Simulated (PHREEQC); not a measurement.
Phosphoric acid bath: speciation

Consider water at 25 °C with 4.1 mmol/kgw H3PO4 and 0.13 mmol/kgw NaHF2. Closed to the air; pH follows from the charge balance.

All values are PHREEQC results (ion-association model, phreeqc.dat), not measurements.

```
Quantity                        Value
--------------------  ---------------
pH                               2.56
ionic strength        0.00302 mol/kgw
specific conductance       1070 µS/cm
total alkalinity         -4.23 meq/kg
```

| species | molality | activity | log γ |
|---|---|---|---|
| H2PO4- | 0.00297 | 0.00280 | -0.026 |
| H+ | 0.00290 | 0.00274 | -0.024 |
| H3PO4 | 0.00113 | 0.00113 | 0.000 |
| HF | 0.000207 | 0.000207 | 0.000 |
| Na+ | 0.000130 | 0.000122 | -0.026 |
| F- | 5.35e-5 | 5.03e-5 | -0.026 |
| HPO4-2 | 8.05e-8 | 6.35e-8 | -0.103 |
| HF2- | 4.23e-8 | 3.99e-8 | -0.026 |
| NaF | 3.54e-9 | 3.55e-9 | 0.000 |

No solid was allowed to form. Species that the database lacks are ignored.
